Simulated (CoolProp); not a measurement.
Properties of fluorine along the isobar 73.8 bar (Tc = 144.4 K, pc = 52.40 bar, ω = 0.045).

Values from CoolProp's reference Helmholtz-energy equation of state, de Reuck 1990.

```tsv
T (K)	phase	cv (kJ/(kg K))	speed of sound (m/s)
139.6	liquid	0.7164	373.8
151	supercritical	0.8087	212.4
162.5	supercritical	0.7148	192.7
173.9	supercritical	0.6634	209.3
185.4	supercritical	0.6416	222.8
196.9	supercritical	0.6283	234.3
208.3	supercritical	0.6193	(withheld)
219.8	supercritical	0.6131	253.7
231.2	supercritical	0.6092	262.1
242.7	supercritical	0.6069	270.0
254.2	supercritical	0.6061	277.5
265.6	supercritical	0.6064	(withheld)
277.1	supercritical	0.6076	291.2
288.5	supercritical	0.6096	297.7
300	supercritical	(withheld)	303.9
```

Q: Fill in the missing entries.

A: 
- 208.3, speed of sound (m/s): 244.5
- 265.6, speed of sound (m/s): 284.5
- 300, cv (kJ/(kg K)): 0.6122
